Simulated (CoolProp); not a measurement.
Computed with CoolProp (reference Helmholtz-energy equation of state, Tillner-Roth 1997).

Problem. For CH2F2 (R32), give the phase and the Z, speed of sound (m/s), Joule-Thomson coefficient (K/MPa), isothermal compressibility (1/MPa) at 187.5 K and 1.48 MPa; 222.8 K and 1.48 MPa.

Solution. 
- 187.5 K and 1.48 MPa: liquid; Z 0.0379, speed of sound 1150, Joule-Thomson coefficient -0.313, isothermal compressibility 0.000924
- 222.8 K and 1.48 MPa: liquid; Z 0.0343, speed of sound 971, Joule-Thomson coefficient -0.257, isothermal compressibility 0.00147
